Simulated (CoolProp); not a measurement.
A Linde-Hampson liquefier for nitrogen: isothermal reversible compression at 200 K from 1 atm to 15 MPa, throttling to 1 atm, return gas leaving the recuperator 10 K below the feed. Each further row changes one setting.

The numbers come from the reference Helmholtz-energy equation of state, Span 2000 in CoolProp.

```tsv
case	liquid yield per pass	compression work (kJ/kg of gas)
as stated	0.176	282
high pressure 30 MPa	0.233	320
warm-end temperature 230 K	0.109	332
warm-end gap 15 K	0.162	282
```
